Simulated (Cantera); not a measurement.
# N2O furnace oxynitridation

A perfectly stirred reactor is fed with 100 % N2O, at 0.247 atm; it is held at 1600 K, and followed from long to short residence time.

Computed with Cantera and GRI-Mech 3.0 (53 species, 325 reactions). GRI-Mech 3.0 was tuned for natural gas; its chemistry of N2O as a main component is partial and can be far from experiment. The temperature is held fixed by assumption; the heat of reaction is taken as removed at once.

```json
[
 {"τ (s)": "17", "x N2O": "0.00152", "x NO": "0.0608", "x N2": "0.635", "x NO2": "0.000123", "x O2": "0.302"},
 {"τ (s)": "6.1", "x N2O": "0.00396", "x NO": "0.0819", "x N2": "0.623", "x NO2": "0.000152", "x O2": "0.291"},
 {"τ (s)": "2.2", "x N2O": "0.0100", "x NO": "0.108", "x N2": "0.606", "x NO2": "0.000186", "x O2": "0.276"},
 {"τ (s)": "0.76", "x N2O": "0.0256", "x NO": "0.136", "x N2": "0.582", "x NO2": "0.000220", "x O2": "0.257"},
 {"τ (s)": "0.27", "x N2O": "0.0625", "x NO": "0.155", "x N2": "0.548", "x NO2": "0.000240", "x O2": "0.235"},
 {"τ (s)": "0.095", "x N2O": "0.149", "x NO": "0.156", "x N2": "0.489", "x NO2": "0.000234", "x O2": "0.206"},
 {"τ (s)": "0.034", "x N2O": "0.318", "x NO": "0.131", "x N2": "0.389", "x NO2": "0.000190", "x O2": "0.161"},
 {"τ (s)": "0.012", "x N2O": "0.565", "x NO": "0.0856", "x N2": "0.247", "x NO2": "0.000116", "x O2": "0.102"},
 {"τ (s)": "0.0042", "x N2O": "0.786", "x NO": "0.0424", "x N2": "0.121", "x NO2": "5.07e-5", "x O2": "0.0499"}
]
```
x: mole fraction; the columns are a selection and need not sum to one.
